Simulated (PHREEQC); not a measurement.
0.11 g of hydrous ferric oxide (600 m²/g; 0.2 weak and 0.005 strong sites per Fe, Dzombak-Morel constants, diffuse double layer) in 1 kg of water with 0.1 mol/kgw of an inert sodium salt, at 25 °C; the pH is set by adding NaOH or the inert anion's acid. Oxygen is held at 0.21 atm. CO2 from the air is kept out. No solid was allowed to form.

All values are PHREEQC results (ion-association model, wateq4f.dat), not measurements.

```
pH   surface charge σ (C/m²)  surface potential ψ (mV)
---  -----------------------  ------------------------
4                      0.321                       147
4.5                    0.272                       138
5                      0.215                       126
5.5                    0.159                       111
6                      0.111                        93
6.5                    0.074                        74
7                      0.045                        52
7.5                    0.022                        29
8                      0.004                         5
8.5                   -0.014                       -19
9                     -0.034                       -42
9.5                   -0.060                       -65
10                    -0.094                       -85
```
